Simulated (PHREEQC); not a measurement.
# Metal-bearing waste water: an equilibrium model

Dissolve 26 mmol/kgw CdCl2, 22 mmol/kgw MgSO4, 16 mmol/kgw H2SO4 and 0.26 mmol/kgw Na2SO4 at 25 °C. Closed to the air; pH follows from the charge balance.

Computed with PHREEQC (ion-association model, phreeqc.dat).

No solid was allowed to form.

Task: What pH, ionic strength, density does the model give?

Result: pH 1.77; ionic strength 0.119 mol/kgw; density 1.005 g/cm³.

Task: In which forms is Na present?

Result: Na+ 98 %, NaSO4- 2.5 % of the Na.
